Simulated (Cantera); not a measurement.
Input: 1 mol SiHCl3, 4.6 mol N2, held at 2023 K and 1.00 Torr.

Cantera equilibrium calculation (NASA polynomials, part measured and part estimated; ideal gas, pure solids and liquids). Candidate condensed phases: NH4Cl, Si, Si3N4; 28 gas species. The tables' values for SiCl, SiCl3, SiN are old estimates; treat these amounts as uncertain. Rates play no part.

Base state: N2 0.679, SiCl2 0.141, HCl 0.115, Cl 0.0388, H2 0.0132, H 0.00597, Si 0.00256, SiCl 0.00250 (mole fractions); condensed: gas only.

### Question
What changes in the equilibrium state with this change: SiHCl3 replaced by Si2Cl6?

### Answer
```
species   before     after
-------  -------  --------
N2         0.679     0.540
Cl        0.0388     0.225
SiCl2      0.141     0.224
HCl        0.115         0
H2        0.0132         0
SiCl3    0.00110    0.0101
H        0.00597         0
SiCl4    9.52e-6  0.000503
Cl2      3.11e-6  0.000104
SiN      1.90e-5   8.01e-7
```
The feed counts by its element totals alone. The tables' values for SiCl3, SiCl are old estimates; treat these amounts as uncertain.
